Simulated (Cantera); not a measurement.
What does this Cantera script print?

```python
import numpy as np
import cantera as ct

gas_names = """
    H HO2 H2 H2O H2O2 O OH O2 O3 Si SiH SiH2 SiH3 SiH4 SiO SiO2 Si2 Si3
""".split()
cond_names = """
    H2O(s) H2O(L) Si(cr) Si(L) SiO2(Lqz) SiO2(hqz) SiO2(L)
""".split()


# ... load() reads the species with a 1 bar reference pressure and builds the phases ...
atoms = {
    'Si': {'Si': 1},
    'H2O': {'H': 2, 'O': 1},
    'H2': {'H': 2},
}
top_T = {}  # K; cautious upper limits of use, not melting points


# ... equilibrate(T, P, feed) seeds the gas with the atoms and calls Mixture.equilibrate('TP', solver="vcs", rtol=1e-11, max_steps=5000) ...
results = []
feed = {'Si': 1, 'H2O': 0.36, 'H2': 110}  # mol
P = 0.3  # Pa
for T in [1373, 1398, 1423, 1448, 1473, 1498, 1523, 1548, 1573, 1598]:
    mix = equilibrate(T, P, feed)
    results.append((T, P, feed, dict(zip(mix.species_names, mix.species_moles))))

top = {s: max(r[3][s] / sum(r[3][g] for g in gas_names) for r in results) for s in gas_names}
cols = sorted((s for s in top if top[s] > 1e-05), key=lambda s: -top[s])[:8]
seen = [c for c in cond_names if any(r[3].get(c, 0) > 1e-12 for r in results)]
print("log10 of partial pressures in bar; condensed amounts in mol")
print(f"{'T/K':>10s}" + "".join(f"{s[:9]:>10s}" for s in cols + seen))
for T, P, feed, n in results:
    ng = sum(n[g] for g in gas_names)
    print(f"{T:10.4g}" + "".join(f"{np.log10(max(n[s] / ng * P / 1e5, 1e-99)):10.3f}" for s in cols)
          + "".join(f"{n.get(c, 0):10.4g}" for c in seen))
```

It prints:

```
log10 of partial pressures in bar; condensed amounts in mol
       T/K        H2         H        Si       SiO       SiH    Si(cr)
      1373    -5.525    -8.240    -9.411    -8.011   -11.419    0.6255
      1398    -5.526    -8.088    -9.108    -8.012   -11.169    0.6109
      1423    -5.526    -7.941    -8.816    -8.012   -10.927    0.5829
      1448    -5.527    -7.799    -8.534    -8.012   -10.695    0.5306
      1473    -5.528    -7.662    -8.262    -8.013   -10.470    0.4349
      1498    -5.530    -7.530    -7.998    -8.014   -10.254    0.2631
      1523    -5.533    -7.402    -7.770    -8.016   -10.071         0
      1548    -5.535    -7.279    -7.770    -8.017   -10.115         0
      1573    -5.537    -7.159    -7.771    -8.018   -10.158         0
      1598    -5.540    -7.044    -7.772    -8.020   -10.201         0
```

Method: chemical equilibrium by Gibbs-energy minimisation in Cantera with the NASA 1993 tables (ideal gas, pure condensed phases).
